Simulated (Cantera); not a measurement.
What does this Cantera script print?

```python
import numpy as np
import cantera as ct

gas_names = [...]  # 123 gases of nasa_gas.yaml made of C, H, O, Si
cond_names = """
    C(gr) C6H6(L) C7H8(L) C8H18(L),n-octa H2O(s) H2O(L) Si(cr) Si(L) SiC(b) SiO2(Lqz) SiO2(hqz) SiO2(L)
""".split()


# ... load() reads the species with a 1 bar reference pressure and builds the phases ...
atoms = {
    'SiO2': {'Si': 1, 'O': 2},
    'CH4': {'C': 1, 'H': 4},
    'CO': {'C': 1, 'O': 1},
}
top_T = {'C(gr)': 4500, 'SiC(b)': 3050}  # K; cautious upper limits of use, not melting points


# ... equilibrate(T, P, feed) seeds the gas with the atoms and calls Mixture.equilibrate('TP', solver="vcs", rtol=1e-11, max_steps=5000) ...
results = []
feed = {'SiO2': 1, 'CH4': 4.4, 'CO': 0.5}  # mol
T = 1073  # K
for P in [10, 42, 180, 750, 3200, 13000, 56000, 240000, 1000000]:
    mix = equilibrate(T, P, feed)
    results.append((T, P, feed, dict(zip(mix.species_names, mix.species_moles))))

top = {s: max(r[3][s] / sum(r[3][g] for g in gas_names) for r in results) for s in gas_names}
cols = sorted((s for s in top if top[s] > 1e-05), key=lambda s: -top[s])[:8]
seen = [c for c in cond_names if any(r[3].get(c, 0) > 1e-12 for r in results)]
print("log10 of partial pressures in bar; condensed amounts in mol")
print(f"{'P/Pa':>10s}" + "".join(f"{s[:9]:>10s}" for s in cols + seen))
for T, P, feed, n in results:
    ng = sum(n[g] for g in gas_names)
    print(f"{P:10.4g}" + "".join(f"{np.log10(max(n[s] / ng * P / 1e5, 1e-99)):10.3f}" for s in cols)
          + "".join(f"{n.get(c, 0):10.4g}" for c in seen))
```

Output:

```
log10 of partial pressures in bar; condensed amounts in mol
      P/Pa        H2       CH4        CO       H2O       CO2      C2H6     C(gr) SiO2(hqz)
        10    -4.024    -9.386    -5.270   -10.180   -11.390   -18.240       4.4         1
        42    -3.401    -8.139    -4.646    -8.933   -10.144   -16.371       4.4         1
       180    -2.769    -6.875    -4.014    -7.669    -8.880   -14.475     4.399         1
       750    -2.149    -5.636    -3.395    -6.430    -7.641   -12.616     4.398         1
      3200    -1.519    -4.377    -2.766    -5.171    -6.383   -10.727      4.39         1
   1.3e+04    -0.913    -3.163    -2.161    -3.959    -5.172    -8.906     4.359         1
   5.6e+04    -0.287    -1.911    -1.542    -2.714    -3.935    -7.028     4.234         1
   2.4e+05     0.315    -0.708    -0.964    -1.535    -2.779    -5.224     3.816         1
     1e+06     0.848     0.359    -0.472    -0.510    -1.796    -3.623     2.954         1
```

These are equilibrium values from Cantera (NASA tables, ideal gas, pure condensed phases), not measurements of a reactor.
